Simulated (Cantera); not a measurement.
An isothermal, constant-pressure homogeneous reactor starts with NO : N₂ = 1 : 15 (molar parts), at 1725 K and 135 Torr.

Cantera simulation using GRI-Mech 3.0 (53 species, 325 reactions); the numbers are that mechanism's predictions, not measurements.

### Question
Predict: x(NO) at 50.0 s; x(O₂) at 50.0 s; x(NO₂) at 50.0 s; x(N₂) at 50.0 s; x(O) at 50.0 s.

### Answer
| Property | Result |
|---|---|
| x(NO) at 50.0 s | 0.0532 (gas-phase equilibrium 0.00135) |
| x(O₂) at 50.0 s | 0.00465 (gas-phase equilibrium 0.0306) |
| x(NO₂) at 50.0 s | 1.03e-5 (gas-phase equilibrium 6.46e-7) |
| x(N₂) at 50.0 s | 0.942 (gas-phase equilibrium 0.968) |
| x(O) at 50.0 s | 1.00e-5 (gas-phase equilibrium 2.41e-5) |
